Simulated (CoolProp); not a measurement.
R125 along the isobar 3.11 MPa: density (kg/m³) from the reference equation and from simpler models built on Tc = 339.2 K, pc = 3.618 MPa, ω = 0.305; each cubic takes its own stable root.

Model: reference Helmholtz-energy equation of state, Lemmon 2005, in CoolProp.

```tsv
T (K)	phase	reference
320.2	liquid	1058
334	gas	261.5
347.9	gas	199.3
361.7	gas	173.1
375.5	gas	156.2
389.4	gas	143.7
403.2	gas	134.0
417	gas	126.0
430.9	gas	119.2
444.7	gas	113.4
458.5	gas	108.3
472.3	gas	103.8
486.2	gas	99.67
500	gas	95.99
```

### Question
How far does each simpler model (van der Waals, Redlich-Kwong, Soave-Redlich-Kwong, Peng-Robinson) lie from the reference over these 14 states: mean and median of the absolute difference, and the worst?

### Answer
- van der Waals: mean 6.3 %, median 3.5 %, worst -40.0 % at 320.2 K and 3.11 MPa
- Redlich-Kwong: mean 3.8 %, median 2.4 %, worst -20.9 % at 320.2 K and 3.11 MPa
- Soave-Redlich-Kwong: mean 2.5 %, median 1.3 %, worst -16.5 % at 320.2 K and 3.11 MPa
- Peng-Robinson: mean 1.8 %, median 1.5 %, worst -6.0 % at 320.2 K and 3.11 MPa
